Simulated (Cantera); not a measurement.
Input: 1 mol SiF₄, 0.28 mol NO, 3.6 mol H₂, equilibrated at 723.15 K and 10.0 mbar.

Equilibrium computed with Cantera from the NASA thermochemical tables; the gas is ideal and each condensed phase is pure. Candidate condensed phases: H₂O, Si, SiO₂, Si₂N₂O, Si₃N₄; 58 gas species. Rates play no part.

Base state: H₂ 0.689, SiF₄ 0.191, HF 0.0663, N₂ 0.0290, H₂O 0.0249 (mole fractions); condensed: SiO₂(α-quartz).

What changes in the equilibrium state with this change: temperature from 723.15 K to 1073.15 K?


| species | before | after |
|---|---|---|
| H₂ | 0.689 | 0.682 |
| SiF₄ | 0.191 | 0.178 |
| HF | 0.0663 | 0.107 |
| H₂O | 0.0249 | 0.00375 |
| N₂ | 0.0290 | 0.0287 |
| SiO₂(α-quartz), mol | 0.0799 | 0 |
| SiO₂(β-quartz), mol | 0 | 0.131 |
